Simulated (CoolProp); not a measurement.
A closed Brayton cycle with carbon dioxide: compressor inlet 333.15 K and 9.6 MPa, high pressure 19.4 MPa, turbine inlet 925 K, compressor efficiency 0.85, turbine efficiency 0.85, recuperator effectiveness 0.9 (on enthalpy, no pinch check). Each further row changes one setting.

The numbers come from the reference Helmholtz-energy equation of state, Span 1996 in CoolProp.

```json
[
 {"case": "as stated", "thermal efficiency (%)": "30.6", "net work (kJ/kg)": "67.0", "compressor to turbine work": "0.34", "compressor exit (K)": "390.1", "turbine exit (K)": "838.2"},
 {"case": "turbine inlet 875 K", "thermal efficiency (%)": "29.5", "net work (kJ/kg)": "61.1", "compressor to turbine work": "0.36", "compressor exit (K)": "390.1", "turbine exit (K)": "791.2"},
 {"case": "compressor inlet 343.15 K", "thermal efficiency (%)": "29.9", "net work (kJ/kg)": "62.4", "compressor to turbine work": "0.38", "compressor exit (K)": "405.0", "turbine exit (K)": "838.2"},
 {"case": "high pressure 16.5 MPa", "thermal efficiency (%)": "28.0", "net work (kJ/kg)": "53.4", "compressor to turbine work": "0.32", "compressor exit (K)": "376.8", "turbine exit (K)": "857.8"},
 {"case": "recuperator effectiveness 0.5", "thermal efficiency (%)": "15.6", "net work (kJ/kg)": "67.0", "compressor to turbine work": "0.34", "compressor exit (K)": "390.1", "turbine exit (K)": "838.2"}
]
```
